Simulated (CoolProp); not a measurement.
Aqueous methanol as a coolant, at -8 °C, 1 atm.

The numbers come from the Melinder's fits for secondary coolants in CoolProp.

| mass % | freezing point (°C) | Prandtl number | conductivity (W/(m K)) | density (kg/m³) | viscosity (mPa s) |
|---|---|---|---|---|---|
| 14.1 | -9.8 | 34.9 | 0.479 | 979.9 | 4.00 |
| 20.4 | -15.5 | 41.1 | 0.452 | 973.6 | 4.61 |
| 26.7 | ? | 45.8 | 0.425 | 967.0 | 5.02 |
| 32.9 | -29.2 | 48.5 | 0.400 | ? | 5.18 |
| 39.2 | -37.6 | ? | 0.375 | 951.1 | ? |
| 45.5 | -47.0 | ? | 0.353 | 941.3 | 4.79 |

Problem. Fill in the missing entries.

Solution. 
- 26.7, freezing point (°C): -21.9
- 32.9, density (kg/m³): 959.6
- 39.2, Prandtl number: 48.8
- 39.2, viscosity (mPa s): 5.08
- 45.5, Prandtl number: 47.1
